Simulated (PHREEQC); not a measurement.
**Polishing slurry liquid: speciation**

Solution (25 °C): 0.0046 mol/kgw HNO3, 0.064 mol/kgw K2SO4 and 0.00019 mol/kgw CuSO4. It is in equilibrium with CO2 at log p = -1 (atm). Otherwise closed; pH follows from the charge balance.

Model: ion-association model, phreeqc.dat, run in PHREEQC.

No solid was allowed to form.

Problem. Predict the pH.

Solution. pH 2.85.

Problem. In which forms is Cu present?

Solution. CuSO4 51 %, Cu+2 49 % of the Cu.

Complexes and solids missing from the database can't appear.
